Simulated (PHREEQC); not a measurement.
**Brine: speciation**

Consider water at 25 °C with 3.1 mol/kgw K2CO3, 0.003 mol/kgw Na2B4O7 and 0.0014 mol/kgw H4SiO4. Closed to the air; pH follows from the charge balance.

Model: Pitzer model, pitzer.dat, run in PHREEQC.

This is a speciation only: nothing precipitates in the calculation.

Question: Estimate the pH.

Answer: pH 12.39.

Question: In which forms is Si present?

Answer: H2SiO4-2 81 %, H3SiO4- 19 % of the Si.

In brines, pH and single-ion activities rest on the MacInnes convention.
